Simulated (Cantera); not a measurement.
Charge: 1 mol SiHCl3, 0.019 mol HCl, 17 mol N2, held at 1227 °C and 0.960 bar.

Method: chemical equilibrium by Gibbs-energy minimisation in Cantera with the NASA 1993 tables (ideal gas, pure condensed phases). Candidate condensed phases: NH4Cl, Si, Si3N4; 28 gas species. The tables' values for SiCl3 are old estimates; treat these amounts as uncertain. Kinetics and transport are ignored.

Base state: N2 0.917, HCl 0.0473, SiCl4 0.0249, SiCl3 0.00438, H2 0.00417, SiCl2 0.00245, SiHCl3 0.000227, Cl 1.06e-5 (mole fractions); condensed: Si3N4(s).

Problem. What changes in the equilibrium state with this change: N2 from 17 to 140 mol?

Solution. 
```
species          before     after
-------------  --------  --------
N2                0.917     0.989
HCl              0.0473   0.00670
SiCl4            0.0249   0.00266
SiHCl3         0.000227   1.03e-5
H2              0.00417  0.000250
SiCl3           0.00438  0.000809
Si3N4(s), mol     0.139     0.133
```

Problem. What changes in the equilibrium state with this change: HCl from 0.019 to 0.22 mol?

Solution. 
```tsv
species	before	after
N2	0.917	0.907
HCl	0.0473	0.0547
SiCl4	0.0249	0.0252
H2	0.00417	0.00557
SiHCl3	0.000227	0.000266
SiCl3	0.00438	0.00444
Si3N4(s), mol	0.139	0.134
```
